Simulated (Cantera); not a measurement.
A Cantera script and its output.

```python
import numpy as np
import cantera as ct

gas = ct.Solution("gri30.yaml")
gas.TPX = 725, 101325, {'CH4': 1, 'O2': 1.82, 'N2': 20}
inlet = ct.Reservoir(gas, clone=True)
gas.equilibrate("HP")  # start burning
reactor = ct.IdealGasConstPressureReactor(gas, energy="on", clone=False)
exhaust = ct.Reservoir(gas, clone=True)
tau = [0.054, 0.03, 0.017, 0.0096, 0.0054, 0.003, 0.0017, 0.00096, 0.00054, 0.00031, 0.00017, 9.7e-05][0]
for a, b in ((inlet, reactor), (reactor, exhaust)):
    ct.MassFlowController(a, b, mdot=lambda t: reactor.mass / tau)
net = ct.ReactorNet([reactor])
show = ['CH4', 'O2', 'H2', 'CH3', 'NO', 'CH2']

rows = []
print(f"{'tau/s':>10s}{'T/K':>9s}" + "".join(f"{s:>11s}" for s in show))
for tau in [0.054, 0.03, 0.017, 0.0096, 0.0054, 0.003, 0.0017, 0.00096, 0.00054, 0.00031, 0.00017, 9.7e-05]:
    net.initial_time = 0.0
    net.advance(30 * tau)
    before = gas.X
    net.advance(40 * tau)
    drift = np.max(np.abs(gas.X - before) / (gas.X + 1e-9))
    rows.append([gas.T, *gas[show].X, drift])
    print(f"{tau:10.3e}{gas.T:9.1f}" + "".join(f"{x:11.3e}" for x in gas[show].X))
```

Result:

```
     tau/s      T/K        CH4         O2         H2        CH3         NO        CH2
 5.400e-02   1589.2  7.264e-05  5.229e-04  6.770e-03  2.091e-05  5.122e-05  6.054e-07
 3.000e-02   1584.3  8.660e-05  7.325e-04  6.836e-03  2.404e-05  5.404e-05  7.913e-07
 1.700e-02   1577.9  1.119e-04  1.045e-03  6.920e-03  2.929e-05  5.448e-05  1.035e-06
 9.600e-03   1569.0  1.553e-04  1.521e-03  7.034e-03  3.765e-05  5.199e-05  1.371e-06
 5.400e-03   1556.4  2.326e-04  2.271e-03  7.183e-03  5.129e-05  4.580e-05  1.852e-06
 3.000e-03    725.0  4.382e-02  7.975e-02 -1.510e-16  1.427e-13 -4.932e-19  1.653e-29
 1.700e-03    725.0  4.382e-02  7.975e-02  9.896e-20  8.081e-14  7.663e-24  5.289e-30
 9.600e-04    725.0  4.382e-02  7.975e-02  3.065e-20  4.563e-14 -6.907e-29  1.683e-30
 5.400e-04    725.0  4.382e-02  7.975e-02  9.763e-21  2.578e-14 -4.079e-31  7.314e-31
 3.100e-04    725.0  4.382e-02  7.975e-02  3.131e-21  1.473e-14  4.509e-35  1.726e-31
 1.700e-04    725.0  4.382e-02  7.975e-02  9.214e-22  8.075e-15  2.994e-38  5.192e-32
 9.700e-05    725.0  4.382e-02  7.975e-02  3.304e-22  4.734e-15  1.589e-38  3.201e-32
```

Cantera simulation using GRI-Mech 3.0 (53 species, 325 reactions); the numbers are that mechanism's predictions, not measurements.
